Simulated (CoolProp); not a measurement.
The numbers come from the reference Helmholtz-energy equation of state, Lemmon 2003 in CoolProp. It is a pseudo-pure fit of the blend.

For R507A, give the phase and the cp (kJ/(kg K)), speed of sound (m/s), viscosity (µPa s), Prandtl number at 239.5 K and 0.101 MPa; 297.3 K and 0.101 MPa; 311.7 K and 0.101 MPa.


- 239.5 K and 0.101 MPa: gas; cp 0.791, speed of sound 146, viscosity 9.62, Prandtl number 0.829
- 297.3 K and 0.101 MPa: gas; cp 0.871, speed of sound 164, viscosity 12.1, Prandtl number 0.789
- 311.7 K and 0.101 MPa: gas; cp 0.894, speed of sound 168, viscosity 12.8, Prandtl number 0.788

Viscosity comes from a separate model (Geller 2000). Thermal conductivity comes from a separate model (Geller 2001).
